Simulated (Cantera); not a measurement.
Feed: 1 mol SiHCl₃, 0.16 mol HCl, 55 mol N₂, at 1275 K.

Method: chemical equilibrium by Gibbs-energy minimisation in Cantera with the NASA 1993 tables (ideal gas, pure condensed phases). Candidate condensed phases: NH₄Cl, Si, Si₃N₄; 28 gas species. N₂ is the only nitrogen source here; it is nearly inert below about 1500 K, so the nitride shown seldom forms there in practice. The tables' values for SiCl₃ are old estimates; treat these amounts as uncertain. The numbers say what is thermodynamically allowed, not how fast it happens.

### Question
At 1.73 Torr, list the 4 most abundant gas species with their mole fractions, and the condensed phases.

### Answer
N₂ 0.969, HCl 0.0192, SiCl₄ 0.00601, SiCl₂ 0.00357. Condensed: Si₃N₄(s).
